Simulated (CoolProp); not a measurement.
Vapour-liquid equilibrium of dimethyl ether (1) + R236EA (2) at -23.65 °C; x and y are mole fractions of (1).

The numbers come from the multi-fluid Helmholtz-energy mixture model, Wu 2011 and Rui 2013; pair parameters Bell 2016 in CoolProp.

Problem. Give the bubble pressure and the first vapour's composition at x = 0.25, 0.55, 0.75. Is there an azeotrope?

Solution. x = 0.25: 0.02917 MPa, y = 0.384; x = 0.55: 0.04748 MPa, y = 0.834; x = 0.75: 0.07249 MPa, y = 0.961. No azeotrope shows between x = 0.05 and 0.95.

The pair parameters rest on a limited set of measurements; away from them the model extrapolates.
